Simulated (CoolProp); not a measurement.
n-heptane at several states: Z from the reference equation and from simpler models built on Tc = 268.1 °C, pc = 27.74 bar, ω = 0.349; each cubic takes its own stable root.

The numbers come from the reference Helmholtz-energy equation of state, Span 2003 in CoolProp. It is a short technical equation, of lower accuracy than the large ones.

```
T (°C)  p (bar)          phase  reference  van der Waals  Redlich-Kwong  Soave-Redlich-Kwong  Peng-Robinson
------  -------  -------------  ---------  -------------  -------------  -------------------  -------------
221.25    0.139            gas     0.9976         0.9981         0.9978               0.9977         0.9975
303.25     9.99            gas     0.8920         0.9005         0.8911               0.8965         0.8842
318.35     34.2  supercritical     0.5994         0.5574         0.5797               0.6326         0.6017
245.85     6.69            gas     0.8924         0.9146         0.9007               0.8978         0.8884
173.45     59.5         liquid     0.2906         0.4647         0.3400               0.3257         0.2887
-58.85    0.232         liquid   0.001741       0.003055       0.002049             0.002009       0.001793
```
